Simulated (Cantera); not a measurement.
Feed: 1 mol Nb, 0.11 mol H2O, 470 mol H2, equilibrated at 0.100 bar.

Equilibrium computed with Cantera from the NASA thermochemical tables; the gas is ideal and each condensed phase is pure. Candidate condensed phases: H2O, Nb, NbO, NbO2, Nb2O5; 12 gas species. Condensed phases not in the tables: N, O or C dissolved in the metal. Kinetics and transport are ignored. All values below are at 2298 K.

Base state: H2 0.970, H 0.0298, H2O 0.000220 (mole fractions); condensed: Nb(s).

Q: What changes in the equilibrium state with this change: pressure from 0.100 bar to 1.90 Pa?

A: 
```tsv
species	before	after
H	0.0298	0.850
H2	0.970	0.150
NbO	6.81e-6	0.000134
H2O	0.000220	1.27e-7
Nb	1.63e-8	8.57e-5
Nb(s), mol	0.996	0.821
```
